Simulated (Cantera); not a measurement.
Stirred combustor or abatement burner

A perfectly stirred reactor is fed with 4.15 % CH₄, 0.249 % C₂H₆, 18.0 % O₂, 67.7 % N₂, 9.96 % H₂O, at 500000 Pa; it is adiabatic with a 775 K inlet, and is followed from long to short residence time, starting on the burning branch (τ in s: 0.031, 0.012, 0.0045, 0.0017, 0.00064, 0.00024, 9.2e-05, 3.5e-05, 1.3e-05).

Cantera simulation using GRI-Mech 3.0 (53 species, 325 reactions); the numbers are that mechanism's predictions, not measurements.

```json
[
 {"τ (s)": "0.031", "T (K)": "1762", "x CH₄": "1.25e-5", "x C₂H₆": "1.59e-7", "x O₂": "0.0878", "x CO₂": "0.0462", "x HCN": "2.83e-9", "x C₂H₂": "6.04e-7"},
 {"τ (s)": "0.012", "T (K)": "1759", "x CH₄": "2.48e-5", "x C₂H₆": "3.38e-7", "x O₂": "0.0879", "x CO₂": "0.0460", "x HCN": "4.37e-9", "x C₂H₂": "1.05e-6"},
 {"τ (s)": "0.0045", "T (K)": "1754", "x CH₄": "4.92e-5", "x C₂H₆": "7.18e-7", "x O₂": "0.0881", "x CO₂": "0.0456", "x HCN": "7.39e-9", "x C₂H₂": "1.70e-6"},
 {"τ (s)": "0.0017", "T (K)": "1745", "x CH₄": "9.79e-5", "x C₂H₆": "1.51e-6", "x O₂": "0.0886", "x CO₂": "0.0447", "x HCN": "1.27e-8", "x C₂H₂": "2.58e-6"},
 {"τ (s)": "0.00064", "T (K)": "1728", "x CH₄": "0.000206", "x C₂H₆": "3.31e-6", "x O₂": "0.0896", "x CO₂": "0.0429", "x HCN": "2.18e-8", "x C₂H₂": "3.77e-6"},
 {"τ (s)": "0.00024", "T (K)": "1685", "x CH₄": "0.000531", "x C₂H₆": "8.93e-6", "x O₂": "0.0925", "x CO₂": "0.0383", "x HCN": "3.66e-8", "x C₂H₂": "5.89e-6"},
 {"τ (s)": "9.2e-5", "T (K)": "775", "x CH₄": "0.0415", "x C₂H₆": "0.00249", "x O₂": "0.180", "x CO₂": "<1e-12", "x HCN": "<1e-12", "x C₂H₂": "<1e-12"},
 {"τ (s)": "3.5e-5", "T (K)": "775", "x CH₄": "0.0415", "x C₂H₆": "0.00249", "x O₂": "0.180", "x CO₂": "<1e-12", "x HCN": "<1e-12", "x C₂H₂": "<1e-12"},
 {"τ (s)": "1.3e-5", "T (K)": "775", "x CH₄": "0.0415", "x C₂H₆": "0.00249", "x O₂": "0.180", "x CO₂": "<1e-12", "x HCN": "<1e-12", "x C₂H₂": "<1e-12"}
]
```
x: mole fraction; the columns are a selection and need not sum to one.
